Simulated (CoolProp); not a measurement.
Vapour pressure (bar) of n-butane: the reference equation beside estimates from Tc = 152.0 °C, pc = 37.96 bar, ω = 0.201. Clausius-Clapeyron is anchored at -11.55 °C with a constant enthalpy of vaporisation of 22.98 kJ/mol.

Model: reference Helmholtz-energy equation of state, Bücker 2006, in CoolProp.

| T (°C) | reference | Lee-Kesler | Clausius-Clapeyron | van der Waals | Redlich-Kwong | Soave-Redlich-Kwong | Peng-Robinson |
|---|---|---|---|---|---|---|---|
| -18.95 | 0.4739 | 0.4620 | 0.4796 | 3.233 | 0.7497 | 0.4651 | 0.4754 |
| -11.55 | 0.6522 | 0.6395 | 0.6522 | 3.809 | 1.008 | 0.6424 | 0.6528 |
| -4.25 | 0.8764 | 0.8637 | 0.8688 | 4.443 | 1.325 | 0.8660 | 0.8756 |
| 3.15 | 1.161 | 1.150 | 1.144 | 5.153 | 1.717 | 1.151 | 1.159 |
| 10.55 | 1.513 | 1.504 | 1.485 | 5.936 | 2.188 | 1.505 | 1.509 |
| 17.85 | 1.936 | 1.931 | 1.896 | 6.782 | 2.740 | 1.931 | 1.930 |
| 25.25 | 2.452 | 2.453 | 2.400 | 7.716 | 3.396 | 2.452 | 2.443 |
| 32.65 | 3.066 | 3.074 | 3.003 | 8.730 | 4.159 | 3.073 | 3.056 |
| 39.95 | 3.780 | 3.796 | 3.707 | 9.813 | 5.025 | 3.797 | 3.768 |
| 47.35 | 4.623 | 4.649 | 4.545 | 10.99 | 6.025 | 4.656 | 4.612 |
| 54.65 | 5.587 | 5.622 | 5.507 | 12.25 | 7.141 | 5.637 | 5.578 |
| 62.05 | 6.708 | 6.753 | 6.633 | 13.60 | 8.413 | 6.781 | 6.704 |
| 69.45 | 7.989 | 8.042 | 7.926 | 15.05 | 9.833 | 8.090 | 7.992 |
| 76.75 | 9.421 | 9.482 | 9.379 | 16.57 | 11.39 | 9.554 | 9.436 |
| 84.15 | 11.06 | 11.12 | 11.05 | 18.21 | 13.13 | 11.23 | 11.09 |

Absolute difference from the reference over all 15 rows, mean and median: Lee-Kesler 0.8 and 0.6 %, Clausius-Clapeyron 1.3 and 1.4 %, van der Waals 233.8 and 184.7 %, Redlich-Kwong 36.8 and 35.6 %, Soave-Redlich-Kwong 0.9 and 0.9 %, Peng-Robinson 0.2 and 0.2 %.
